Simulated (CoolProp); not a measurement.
Vapour-liquid equilibrium of R13 (1) + isobutane (2) at 185.6 K; x and y are mole fractions of (1).

Computed with CoolProp (multi-fluid Helmholtz-energy mixture model, Platzer 1990 and Bücker 2006; pair parameters Bell 2016). This equation is an older, rougher fit; its heat capacities, sound speeds and derivatives of the liquid may be far off and weren't checked against measurements.

```csv
x,"bubble pressure, mixture model (kPa)","bubble pressure, Raoult's law (kPa)","y, mixture model","y, Raoult's law"
0.05,9.541,4.761,0.878,0.757
0.125,19.90,10.08,0.945,0.894
0.2,28.08,15.39,(withheld),0.937
0.275,34.55,20.71,0.972,0.957
0.35,39.71,26.02,0.977,0.970
0.425,43.94,31.34,0.980,0.978
0.5,47.54,36.65,0.983,0.983
0.575,50.79,41.97,(withheld),0.988
0.65,(withheld),47.28,0.987,0.991
0.725,57.08,52.60,(withheld),0.994
0.8,60.50,57.92,0.992,0.996
0.875,64.33,63.23,0.994,0.998
0.95,68.74,68.55,0.998,0.999
```

Fill in the missing entries.


- 0.2, y, mixture model: 0.963
- 0.575, y, mixture model: 0.985
- 0.65, bubble pressure, mixture model (kPa): 53.90
- 0.725, y, mixture model: 0.989

The largest gap from Raoult's law is +100.4 % in bubble pressure, at x = 0.05. No azeotrope shows between x = 0.05 and 0.95.

Pair parameters are fitted to limited data, so mixtures are less certain than the pure fluids. With so large a gap from Raoult's law the liquid may split in two, which this calculation doesn't test in full.
